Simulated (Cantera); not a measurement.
A perfectly stirred reactor is fed with 6.06 % CH4, 2.60 % C2H6, 0.236 % C3H8, 18.7 % O2, 70.3 % N2, 2.18 % H2O, at 1.00 atm; it is adiabatic with a 773 K inlet, and is followed from long to short residence time, starting on the burning branch (τ in s: 0.025, 0.013, 0.0069, 0.0036, 0.0019, 0.001, 0.00054, 0.00028, 0.00015, 8e-05, 4.2e-05, 2.2e-05, 1.2e-05).

Cantera simulation using GRI-Mech 3.0 (53 species, 325 reactions); the numbers are that mechanism's predictions, not measurements.

x: mole fraction; the columns are a selection and need not sum to one.

| τ (s) | T (K) | x CH4 | x C2H6 | x C3H8 | x N2O | x C2H | x C2H2 |
|---|---|---|---|---|---|---|---|
| 0.025 | 2395 | 5.25e-6 | 1.77e-7 | ? | 6.72e-8 | 1.18e-8 | 1.45e-6 |
| 0.013 | 2381 | 8.23e-6 | 3.32e-7 | ? | 6.84e-8 | 2.00e-8 | 2.22e-6 |
| 0.0069 | 2362 | 1.25e-5 | 6.06e-7 | ? | 6.86e-8 | 3.20e-8 | 3.22e-6 |
| 0.0036 | 2337 | 1.93e-5 | 1.12e-6 | ? | 6.74e-8 | 5.00e-8 | 4.56e-6 |
| 0.0019 | 2307 | 3.02e-5 | 2.03e-6 | ? | 6.53e-8 | 7.50e-8 | 6.33e-6 |
| 0.0010 | 2274 | 4.89e-5 | 3.71e-6 | ? | 6.29e-8 | 1.11e-7 | 8.89e-6 |
| 0.00054 | 2240 | 8.08e-5 | 6.66e-6 | ? | 6.11e-8 | 1.63e-7 | 1.28e-5 |
| 0.00028 | 2203 | 0.000145 | 1.27e-5 | ? | 5.97e-8 | 2.55e-7 | 2.02e-5 |
| 0.00015 | 2167 | 0.000269 | 2.44e-5 | ? | 5.90e-8 | 4.14e-7 | 3.48e-5 |
| 8.0e-5 | 2123 | 0.000552 | 5.11e-5 | ? | 5.78e-8 | 7.39e-7 | 7.19e-5 |
| 4.2e-5 | 2032 | 0.00165 | 0.000151 | ? | 4.99e-8 | 1.54e-6 | 0.000252 |
| 2.2e-5 | 773 | 0.0606 | 0.0260 | 0.00236 | <1e-12 | <1e-12 | <1e-12 |
| 1.2e-5 | 773 | 0.0606 | 0.0260 | 0.00236 | <1e-12 | <1e-12 | <1e-12 |

Problem. Complete the blanks.

Solution. 
- 0.025, x C3H8: 1.73e-8
- 0.013, x C3H8: 3.08e-8
- 0.0069, x C3H8: 5.32e-8
- 0.0036, x C3H8: 9.21e-8
- 0.0019, x C3H8: 1.58e-7
- 0.0010, x C3H8: 2.74e-7
- 0.00054, x C3H8: 4.73e-7
- 0.00028, x C3H8: 8.75e-7
- 0.00015, x C3H8: 1.65e-6
- 8.0e-5, x C3H8: 3.40e-6
- 4.2e-5, x C3H8: 9.81e-6
